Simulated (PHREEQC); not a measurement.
0.03 g of hydrous ferric oxide (600 m²/g; 0.2 weak and 0.005 strong sites per Fe, Dzombak-Morel constants, diffuse double layer) in 1 kg of water with 0.001 mol/kgw of an inert sodium salt and 3.3e-07 mol BaCl2, at 25 °C; the pH is set by adding NaOH or the inert anion's acid. Oxygen alone is held at its pressure in air (log pO2 = -0.68). No CO2 enters from the air. Nothing may precipitate in this run.

Base run: PHREEQC, ion-association model, wateq4f.dat. Each further column changes one thing. The table gives surface charge σ (C/m²).

```csv
pH,base,background salt from 0.001 to 0.0001 mol/kgw,oxide from 0.03 to 0.15 g/kgw
4,0.117,0.066,0.119
4.75,0.063,0.027,0.063
5.88,0.021,0.007,0.021
6.62,0.009,0.003,0.009
7.38,0.003,0.001,0.003
8.12,0.000,0.000,0.000
9.25,-0.006,-0.002,-0.006
10,-0.015,-0.007,-0.015
```
